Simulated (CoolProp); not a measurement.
R142b at 293.15 K and 0.185 MPa is throttled through a valve to 0.0881 MPa with no heat exchange. Each further row changes one setting.

Model: reference Helmholtz-energy equation of state, Lemmon 2006, in CoolProp. It is a short technical equation, of lower accuracy than the large ones.

```tsv
case	temperature change (K)	final density (kg/m³)
as stated	?	?
outlet pressure 0.0264 MPa	?	?
outlet pressure 0.115 MPa	-2.1	4.93
```

Task: What belongs in the gaps?

Result: 
- as stated, temperature change (K): -2.9
- as stated, final density (kg/m³): 3.76
- outlet pressure 0.0264 MPa, temperature change (K): -4.7
- outlet pressure 0.0264 MPa, final density (kg/m³): 1.11
